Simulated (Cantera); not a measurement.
An isothermal, constant-pressure homogeneous reactor starts with CH₂O : O₂ : N₂ = 0.0033 : 0.0096 : 1 (molar parts), at 1175 K and 2.37 atm.

Model: GRI-Mech 3.0 (53 species, 325 reactions), integrated in Cantera.

x: mole fraction; the columns are a selection and need not sum to one.

| t (s) | x CH₂O | x O₂ | x NO | x CH₂ | x C₂H |
|---|---|---|---|---|---|
| 1.00e-5 | 0.00326 | 0.00948 | <1e-12 | <1e-12 | <1e-12 |
| 5.41e-5 | 0.00326 | 0.00948 | <1e-12 | <1e-12 | <1e-12 |
| 0.000293 | 0.00325 | 0.00947 | <1e-12 | <1e-12 | <1e-12 |
| 0.00159 | 0.00187 | 0.00898 | <1e-12 | 3.30e-12 | <1e-12 |
| 0.00860 | <1e-12 | 0.00704 | ? | <1e-12 | <1e-12 |
| 0.0465 | <1e-12 | 0.00641 | ? | <1e-12 | <1e-12 |
| 0.252 | <1e-12 | 0.00623 | ? | <1e-12 | <1e-12 |
| 1.36 | <1e-12 | 0.00622 | 5.39e-8 | <1e-12 | <1e-12 |
| 7.39 | <1e-12 | 0.00622 | 5.51e-8 | <1e-12 | <1e-12 |
| 40.0 | <1e-12 | 0.00622 | 5.52e-8 | <1e-12 | <1e-12 |

**Question.** Fill in the missing entries.

**Answer.** 
- 0.00860, x NO: 2.61e-8
- 0.0465, x NO: 3.97e-8
- 0.252, x NO: 4.72e-8
